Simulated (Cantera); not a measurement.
A closed system holds: 1 mol SiH₄, 4.3 mol O₃, 56 mol N₂, equilibrated at 750 Torr.

Equilibrium computed with Cantera from the NASA thermochemical tables; the gas is ideal and each condensed phase is pure. Candidate condensed phases: H₂O, Si, SiO₂, Si₂N₂O, Si₃N₄; 35 gas species. The tables hold silica as quartz up to 1696 K and as liquid above; real silica turns to tridymite and cristobalite and melts near 1996 K. Gases not in the tables: Si(OH)₄. Rates play no part.

Q: At 1425 K, list the 5 most abundant gas species with their mole fractions, and the condensed phases.

A: N₂ 0.896, O₂ 0.0710, H₂O 0.0320, NO 0.000516, OH 1.70e-5. Condensed: SiO₂(β-quartz).
